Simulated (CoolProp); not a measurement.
Vapour-liquid equilibrium of propylene (1) + R22 (2) at 0.0549 bar; x and y are mole fractions of (1).

The numbers come from the multi-fluid Helmholtz-energy mixture model, Lemmon 2013 and Kamei 1995; pair parameters Bell 2016 in CoolProp.

| x | bubble temperature, mixture model (K) | bubble temperature, Raoult's law (K) | y, mixture model | y, Raoult's law |
|---|---|---|---|---|
| 0.05 | 183.5 | 184.3 | 0.140 | 0.087 |
| 0.125 | 182.1 | 183.6 | 0.291 | 0.206 |
| 0.2 | 181.0 | 182.9 | 0.399 | 0.313 |
| 0.275 | 180.1 | 182.2 | 0.481 | 0.411 |
| 0.35 | 179.5 | 181.6 | 0.547 | 0.498 |
| 0.425 | 178.9 | 181.0 | 0.604 | 0.578 |
| 0.5 | 178.5 | 180.4 | 0.654 | 0.651 |
| 0.575 | 178.1 | 179.8 | 0.700 | 0.717 |
| 0.65 | 177.8 | 179.3 | 0.746 | 0.778 |
| 0.725 | 177.5 | 178.8 | 0.792 | 0.833 |
| 0.8 | 177.3 | 178.3 | 0.841 | 0.884 |
| 0.875 | 177.2 | 177.8 | 0.894 | 0.930 |
| 0.95 | 177.0 | 177.3 | 0.954 | 0.973 |

The largest gap from Raoult's law is -2.1 K in bubble temperature, at x = 0.35. No azeotrope shows between x = 0.05 and 0.95.

Pair parameters are fitted to limited data, so mixtures are less certain than the pure fluids.
